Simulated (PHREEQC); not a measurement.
Consider water at 58 °C with 0.13 mol/kgw ZnBr2. Closed to the air; pH follows from the charge balance.

All values are PHREEQC results (ion-association model, phreeqc.dat), not measurements.

| quantity | before | after |
|---|---|---|
| pH | 4.76 | 4.86 |
| ionic strength (mol/kgw) | 0.387 | 0.403 |
| ZnBr+ (mol/kgw) | 0.00164 | 0.00144 |
| ZnBr2 (mol/kgw) | 6.82e-5 | 5.96e-5 |
| Zn(OH)2 (mol/kgw) | 1.03e-9 | 1.46e-9 |

### Question
Name the change that produced these shifts.
(A) ZnBr2 from 0.13 to 0.26 mol/kgw
(B) temperature from 58 to 45 °C
(C) diluted 2-fold with water
(D) ZnBr2 from 0.13 to 0.195 mol/kgw
(E) 0.023 mol/kgw Na2SO4 added

### Answer
E, 0.023 mol/kgw Na2SO4 added

No solid was allowed to form. Constants without temperature data keep their 25 °C values here.
